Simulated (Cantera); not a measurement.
**Equilibrium for metals in furnace atmospheres: Pb + O2 + CO**

A closed system holds: 1 mol Pb, 0.053 mol O2, 23 mol CO, at 0.560 bar.

Equilibrium computed with Cantera from the NASA thermochemical tables; the gas is ideal and each condensed phase is pure. Candidate condensed phases: C, Pb, PbO, PbO2, Pb3O4; 15 gas species. Kinetics and transport are ignored.

```csv
T (°C),log p CO,log p CO2,log p Pb,log p Pb2,n C(graphite),n Pb(l)
827,-0.27,-1.60,-3.92,-8.83,0.890,0.995
852,-0.27,-1.76,-3.72,-8.51,0.583,0.992
877,-0.26,-1.93,-3.54,-8.20,0.373,0.988
902,-0.26,-2.08,-3.36,-7.90,0.229,0.982
927,-0.26,-2.24,-3.19,-7.62,0.131,0.974
952,-0.26,-2.38,-3.03,-7.35,0.0632,0.962
977,-0.26,-2.53,-2.87,-7.09,0.0163,0.945
1002,-0.26,-2.59,-2.72,-6.84,0,0.922
1027,-0.26,-2.59,-2.58,-6.60,0,0.892
1052,-0.26,-2.59,-2.44,-6.37,0,0.851
1077,-0.26,-2.59,-2.31,-6.15,0,0.797
1102,-0.26,-2.59,-2.18,-5.94,0,0.727
1127,-0.26,-2.60,-2.06,-5.73,0,0.636
```
log p: log10 of the partial pressure in bar; n: condensed amount in mol.

From 827 °C to 977 °C the condensed part is C(graphite) + Pb(l). From 1002 °C to 1127 °C the condensed part is Pb(l). The main Pb-bearing gas is Pb throughout. The share of Pb in condensed phases is highest at 827 °C (99.5 %) and lowest at 1127 °C (63.6 %).
